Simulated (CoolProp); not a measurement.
Saturation properties of carbonyl sulfide.

Model: reference Helmholtz-energy equation of state, Lemmon 2006, in CoolProp. It is a short technical equation, of lower accuracy than the large ones.

| T (K) | p (MPa) | vapour density (kg/m³) | surface tension (mN/m) |
|---|---|---|---|
| 181.1 | 0.008667 | 0.3475 | 29.0 |
| 198.5 | 0.02778 | 1.023 | 25.5 |
| 215.9 | 0.07208 | 2.467 | 22.1 |
| 233.3 | 0.1596 | 5.144 | 18.9 |
| 250.6 | 0.3118 | 9.586 | 15.8 |
| 268 | 0.5562 | 16.53 | 12.8 |
| 285.4 | 0.9208 | 26.84 | 10.1 |
| 302.8 | 1.435 | 41.71 | 7.56 |
| 320.2 | 2.132 | 63.05 | 5.24 |

It boils at 223.0 K under 1 atm.

Surface tension comes from a separate correlation (Mulero 2012).
